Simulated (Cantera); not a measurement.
Feed: 1 mol SiH₄, 1.9 mol NO, 3.5 mol N₂, at 327 °C and 100000 Pa.

Cantera equilibrium calculation (NASA polynomials, part measured and part estimated; ideal gas, pure solids and liquids). Candidate condensed phases: H₂O, Si, SiO₂, Si₂N₂O, Si₃N₄; 35 gas species. The numbers say what is thermodynamically allowed, not how fast it happens.

Base state: N₂ 0.689, H₂ 0.305, NH₃ 0.00581 (mole fractions); condensed: SiO₂(α-quartz) + Si₂N₂O(s).

Q: What changes in the equilibrium state with this change: N₂ from 3.5 to 79 mol?

A: 
| species | before | after |
|---|---|---|
| N₂ | 0.689 | 0.976 |
| H₂ | 0.305 | 0.0242 |
| NH₃ | 0.00581 | 0.000155 |
| SiO₂(α-quartz), mol | 0.933 | 0.933 |
| Si₂N₂O(s), mol | 0.0333 | 0.0333 |

Q: What changes in the equilibrium state with this change: N₂ from 3.5 to 17 mol?

A: 
```json
[
 {"species": "N₂", "before": "0.689", "after": "0.900"},
 {"species": "H₂", "before": "0.305", "after": "0.0987"},
 {"species": "NH₃", "before": "0.00581", "after": "0.00122"},
 {"species": "SiO₂(α-quartz), mol", "before": "0.933", "after": "0.933"},
 {"species": "Si₂N₂O(s), mol", "before": "0.0333", "after": "0.0333"}
]
```
